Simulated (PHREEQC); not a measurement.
Dissolve 1.7 mmol/kgw K2CO3 and 0.00032 mmol/kgw H4SiO4 at 38 °C. Closed to the air; pH follows from the charge balance.

Equilibrium calculation in PHREEQC: ion-association model, wateq4f.dat.

| quantity | before | after |
|---|---|---|
| pH | 10.37 | 6.80 |
| ionic strength (mol/kgw) | 0.00447 | 1.59e-7 |
| H3SiO4- (mol/kgw) | 2.71e-7 | 4.50e-10 |
| H4SiO4 (mol/kgw) | 4.81e-8 | 3.20e-7 |
| SI of Quartz (SiO2) | -3.52 | -2.70 |

Q: Which change was made?
(A) H4SiO4 from 3.2e-07 to 1.6e-07 mol/kgw
(B) temperature from 38 to 5 °C
(C) K2CO3 from 0.0017 to 0.00017 mol/kgw
(D) K2CO3 left out
(E) temperature from 38 to 35 °C

A: D, K2CO3 left out

This is a speciation only: nothing precipitates in the calculation. At this temperature some constants are extrapolated from 25 °C, and those without enthalpy data are left unchanged.
